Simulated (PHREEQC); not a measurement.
## Brine: speciation

A solution holds 7.4 mol KOH and 0.3 mol CaCl2 per kg of water, at 45 °C and 100 atm. Closed to the air; pH follows from the charge balance.

Model: Pitzer model, pitzer.dat, run in PHREEQC.

No solid was allowed to form.

Task: Estimate the pH.

Result: pH 15.26.

In brines, pH and single-ion activities rest on the MacInnes convention. Under pressure, the constants of complexes without a molar volume in the database are unreliable. At this temperature some constants are extrapolated from 25 °C, and those without enthalpy data are left unchanged.
